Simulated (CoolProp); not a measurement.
Properties of CH3F (R41) at several states (Tc = 44.1 °C, pc = 5.906 MPa, ω = 0.200).

Computed with CoolProp (reference Helmholtz-energy equation of state, Lemmon 2006). It is a short technical equation, of lower accuracy than the large ones.

| T (°C) | p (MPa) | phase | cp (kJ/(kg K)) | cv (kJ/(kg K)) | isothermal compressibility (1/MPa) | expansivity (1/kK) |
|---|---|---|---|---|---|---|
| 25.95 | 0.371 | gas | (withheld) | 0.8863 | 2.782 | 3.706 |
| 10.65 | 0.851 | gas | 1.302 | 0.9307 | (withheld) | 4.771 |
| -93.95 | 0.437 | liquid | (withheld) | 1.316 | 0.001250 | 2.173 |
| 122.95 | 0.131 | gas | 1.296 | 1.047 | 7.666 | 2.561 |
| -125.55 | 0.391 | liquid | (withheld) | (withheld) | (withheld) | 1.904 |
| -93.15 | 17.3 | liquid | 2.015 | 1.314 | 0.001040 | 1.940 |

### Question
Complete the blanks.

### Answer

- 25.95, cp (kJ/(kg K)): 1.168
- 10.65, isothermal compressibility (1/MPa): 1.295
- -93.95, cp (kJ/(kg K)): 2.057
- -125.55, cp (kJ/(kg K)): 2.079
- -125.55, cv (kJ/(kg K)): 1.425
- -125.55, isothermal compressibility (1/MPa): 0.0008393
